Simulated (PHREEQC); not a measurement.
1 kg of water holding 0.087 mol/kgw NaHCO3 meets 20 L of dry gas (CO2 1 by moles) at fixed total pressure, at 5 atm; fugacities by Peng-Robinson. The gases take part in no redox reaction, some water evaporates into the gas, and hydrates or a liquid gas phase aren't modelled. No solid was allowed to form.

Computed with PHREEQC (Pitzer model, pitzer.dat).

```tsv
T (°C)	dissolved CO2 (all carbonate carbon) (mol/kgw)	φ of CO2	pH
10	0.340	0.968	5.95
20	0.273	0.971	6.00
30	0.229	0.974	…
40	…	0.976	6.12
50	0.179	0.979	6.19
60	0.164	0.981	6.26
70	0.152	0.982	…
80	…	0.984	…
90	0.135	0.986	6.53
```

What belongs in the gaps?


- 30, pH: 6.05
- 40, dissolved CO2 (all carbonate carbon) (mol/kgw): 0.200
- 70, pH: 6.34
- 80, dissolved CO2 (all carbonate carbon) (mol/kgw): 0.143
- 80, pH: 6.43

Away from 25 °C the constants follow the database's enthalpies or fits; those with neither stay at their 25 °C values.
